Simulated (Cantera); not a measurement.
Charge: 1 mol Cr, 0.34 mol O₂, 14 mol H₂, equilibrated at 1027 °C and 0.100 Pa.

Equilibrium computed with Cantera from the NASA thermochemical tables; the gas is ideal and each condensed phase is pure. Candidate condensed phases: Cr, Cr₂O₃, H₂O; 13 gas species. Mutual solubility and eutectic melting of coexisting phases are not modelled. Rates play no part.

Base state: H₂ 0.994, Cr 0.00476, H 0.00110, H₂O 0.000267 (mole fractions); condensed: Cr(s) + Cr₂O₃(s).

Question: What changes in the equilibrium state with this change: temperature from 1027 °C to 1200 °C?

Answer: 
```csv
species,before,after
H₂,0.994,0.944
Cr,0.00476,0.0398
H,0.00110,0.0123
CrO,2.49e-7,4.89e-5
H₂O,0.000267,0.00391
"Cr(s), mol",0.482,0
"Cr₂O₃(s), mol",0.225,0.207
```

Question: What changes in the equilibrium state with this change: temperature from 1027 °C to 1100 °C?

Answer: 
```json
[
 {"species": "H₂", "before": "0.994", "after": "0.964"},
 {"species": "Cr", "before": "0.00476", "after": "0.0321"},
 {"species": "H", "before": "0.00110", "after": "0.00327"},
 {"species": "H₂O", "before": "0.000267", "after": "0.000477"},
 {"species": "Cr(s), mol", "before": "0.482", "after": "0.0865"},
 {"species": "Cr₂O₃(s), mol", "before": "0.225", "after": "0.224"}
]
```
